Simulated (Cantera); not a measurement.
An isothermal, constant-pressure homogeneous reactor starts with C2H6 : N2 = 1 : 2.8 (molar parts), at 1025 K and 110 Pa. Integrator tolerance rtol = 1e-08.

Model: GRI-Mech 3.0 (53 species, 325 reactions), integrated in Cantera. GRI-Mech 3.0 stops at C3 and has no aromatics, soot or wall deposition, so with more carbon than oxygen in the feed, carbon stays in small species such as C2H2 where larger ones or solid carbon would form. Radical loss at walls, strong at low pressure, is not modelled.

```csv
quantity,before,after
x(C2H6) at 40.0 s,0.0962 (gas-phase equilibrium 4.51e-6),9.41e-11 (gas-phase equilibrium <1e-12)
x(CH3) at 40.0 s,1.64e-5 (gas-phase equilibrium 3.33e-7),1.73e-5 (gas-phase equilibrium 1.50e-6)
x(C2H) at 40.0 s,<1e-12 (gas-phase equilibrium <1e-12),1.39e-5 (gas-phase equilibrium 9.21e-6)
x(CH4) at 40.0 s,0.0194 (gas-phase equilibrium 0.0725),7.45e-5 (gas-phase equilibrium 6.13e-6)
x(C2H2) at 40.0 s,0.00252 (gas-phase equilibrium 0.110),0.172 (gas-phase equilibrium 0.108)
x(HCN) at 40.0 s,<1e-12 (gas-phase equilibrium 0.0623),4.33e-5 (gas-phase equilibrium 0.127)
```

Question: Name the change that produced these shifts.
A. temperature 1025 to 1525 K
B. N2 2.8 to 27 parts
C. temperature 1025 to 1750 K
D. N2 2.8 to 3.9 parts

Answer: C, temperature 1025 to 1750 K
